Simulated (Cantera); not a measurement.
Input: 1 mol CF₄, 1.6 mol H₂, equilibrated at 1000 Pa.

These are equilibrium values from Cantera (NASA tables, ideal gas, pure condensed phases), not measurements of a reactor. Candidate condensed phases: C, C₆H₆, C₇H₈, C₈H₁₈; 110 gas species. Ions and electrons are included (thermal ionisation). Gases not in the tables: C₂F₆ and larger saturated fluorocarbons. Equilibrium is a limit: real reactors are often held back by kinetics, nucleation or transport.

Problem. Which condensed phases are stable at each of these points (T (K)): 2000, 2500, 3000, 3500, 4000, 4500, 5000?

Solution. 
```json
[
 {"T (K)": "2000", "condensed phases": "C(graphite)", "C condensed (%)": "77.4"},
 {"T (K)": "2500", "condensed phases": "C(graphite)", "C condensed (%)": "88.0"},
 {"T (K)": "3000", "condensed phases": "C(graphite)", "C condensed (%)": "40.2"},
 {"T (K)": "3500", "condensed phases": "gas only", "C condensed (%)": "0.0"},
 {"T (K)": "4000", "condensed phases": "gas only", "C condensed (%)": "0.0"},
 {"T (K)": "4500", "condensed phases": "gas only", "C condensed (%)": "0.0"},
 {"T (K)": "5000", "condensed phases": "gas only", "C condensed (%)": "0.0"}
]
```

From 2000 K to 3000 K the condensed part is C(graphite). From 3500 K to 5000 K nothing is condensed.
